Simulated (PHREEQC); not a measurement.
Dissolve 21 mmol/kgw HF, 48 mmol/kgw (CH3)4NF and 2.7 mmol/kgw H2SO4 at 28 °C. Closed to the air; pH follows from the charge balance.

Computed with PHREEQC (ion-association model, phreeqc.dat).

| quantity | before | after |
|---|---|---|
| pH | 3.35 | 3.86 |
| ionic strength (mol/kgw) | 0.0512 | 0.000649 |
| F- (mol/kgw) | 0.0397 | 0.000568 |
| HF (mol/kgw) | 0.0223 | 0.000121 |
| HF2- (mol/kgw) | 0.00348 | 2.70e-7 |

### Question
What was changed between the two runs?
A) HF from 0.021 to 0.0189 mol/kgw
B) temperature from 28 to 85 °C
C) diluted 100-fold with water
D) temperature from 28 to 70 °C
E) (CH3)4NF from 0.048 to 0.0096 mol/kgw

### Answer
C, diluted 100-fold with water

Precipitation was switched off in this run. (CH3)4N+ isn't in the database: it is added as a free cation with an ion size of 4 Å.
